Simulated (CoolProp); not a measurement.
R227EA along the isobar 14.3 bar: density (kg/m³) from the reference equation and from simpler models built on Tc = 101.8 °C, pc = 29.25 bar, ω = 0.358; each cubic takes its own stable root.

The numbers come from the reference Helmholtz-energy equation of state, Lemmon 2016 in CoolProp.

```json
[
 {"T (°C)": "77.65", "phase": "gas", "reference": "113.9"},
 {"T (°C)": "88.85", "phase": "gas", "reference": "104.6"},
 {"T (°C)": "100.05", "phase": "gas", "reference": "97.52"},
 {"T (°C)": "111.25", "phase": "gas", "reference": "91.86"},
 {"T (°C)": "122.45", "phase": "gas", "reference": "87.13"},
 {"T (°C)": "133.75", "phase": "gas", "reference": "83.03"},
 {"T (°C)": "144.95", "phase": "gas", "reference": "79.47"},
 {"T (°C)": "156.15", "phase": "gas", "reference": "76.32"}
]
```

Problem. How far does each simpler model (Redlich-Kwong, Soave-Redlich-Kwong) lie from the reference over these 8 states: mean and median of the absolute difference, and the worst?

Solution. 
- Redlich-Kwong: mean 1.1 %, median 1.0 %, worst -3.2 % at 77.65 °C and 14.3 bar
- Soave-Redlich-Kwong: mean 0.4 %, median 0.3 %, worst -1.2 % at 77.65 °C and 14.3 bar
